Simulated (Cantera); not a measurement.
Feed: 1 mol (CH3)2SiCl2, 2.3 mol H2, 0.65 mol C2H2, held at 1250 K and 1.00 bar.

Method: chemical equilibrium by Gibbs-energy minimisation in Cantera with the NASA 1993 tables (ideal gas, pure condensed phases). Candidate condensed phases: C, C6H6, C7H8, C8H18, Si, SiC; 109 gas species. The feed counts by its element totals alone. The tables' values for SiCl3 are old estimates; treat these amounts as uncertain. The numbers say what is thermodynamically allowed, not how fast it happens.

Base state: H2 0.778, HCl 0.186, SiCl4 0.0244, CH4 0.00666, SiHCl3 0.00363, SiCl3 0.000928, SiCl2 0.000253, SiH2Cl2 7.36e-5 (mole fractions); condensed: C(graphite) + SiC(s).

Question: What changes in the equilibrium state with this change: (CH3)2SiCl2 replaced by SiH2Cl2?

Answer: 
```tsv
species	before	after
H2	0.778	0.725
HCl	0.186	0.213
SiCl4	0.0244	0.0482
SiCl3	0.000928	0.00155
SiHCl3	0.00363	0.00584
C(graphite), mol	2.45	0.534
SiC(s), mol	0.803	0.739
```

Question: What changes in the equilibrium state with this change: temperature from 1250 K to 1750 K?

Answer: 
| species | before | after |
|---|---|---|
| H2 | 0.778 | 0.722 |
| HCl | 0.186 | 0.269 |
| SiCl2 | 0.000253 | 0.00634 |
| SiCl4 | 0.0244 | 0.000453 |
| Cl | 8.71e-8 | 5.68e-5 |
| H | 4.26e-7 | 0.000198 |
| C2H2 (acetylene) | 1.96e-7 | 8.29e-5 |
| C(graphite), mol | 2.45 | 2.35 |
| SiC(s), mol | 0.803 | 0.942 |

Question: What changes in the equilibrium state with this change: pressure from 1.00 bar to 0.0100 bar?

Answer: 
| species | before | after |
|---|---|---|
| H2 | 0.778 | 0.718 |
| HCl | 0.186 | 0.280 |
| SiCl4 | 0.0244 | 0.00147 |
| CH4 | 0.00666 | 5.66e-5 |
| SiH2Cl2 | 7.36e-5 | 1.67e-6 |
| SiHCl3 | 0.00363 | 0.000134 |
| C(graphite), mol | 2.45 | 2.32 |
| SiC(s), mol | 0.803 | 0.982 |
